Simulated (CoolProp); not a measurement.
n-nonane along the isotherm 235.15 °C: fugacity coefficient from the reference equation and from simpler models built on Tc = 321.4 °C, pc = 2.282 MPa, ω = 0.443; each cubic takes its own stable root.

Values from CoolProp's reference Helmholtz-energy equation of state, Lemmon 2006. It is a short technical equation, of lower accuracy than the large ones.

| p (MPa) | phase | reference | van der Waals | Redlich-Kwong | Soave-Redlich-Kwong | Peng-Robinson |
|---|---|---|---|---|---|---|
| 0.713 | liquid | 0.7233 | 0.8655 | 0.8363 | 0.7471 | 0.7305 |
| 1.43 | liquid | 0.3760 | 0.6567 | 0.5136 | 0.3918 | 0.3808 |
| 2.14 | liquid | 0.2618 | 0.4722 | 0.3619 | 0.2750 | 0.2658 |
| 2.85 | liquid | 0.2047 | 0.3807 | 0.2863 | 0.2168 | 0.2083 |
| 3.57 | liquid | 0.1703 | 0.3261 | 0.2407 | 0.1817 | 0.1736 |
| 4.28 | liquid | 0.1479 | 0.2912 | 0.2111 | 0.1589 | 0.1511 |
| 4.99 | liquid | 0.1320 | 0.2671 | 0.1903 | 0.1429 | 0.1351 |
| 5.7 | liquid | 0.1203 | 0.2498 | 0.1749 | 0.1310 | 0.1232 |

At some of these states van der Waals, Redlich-Kwong gives the other phase, because its saturation line lies elsewhere.
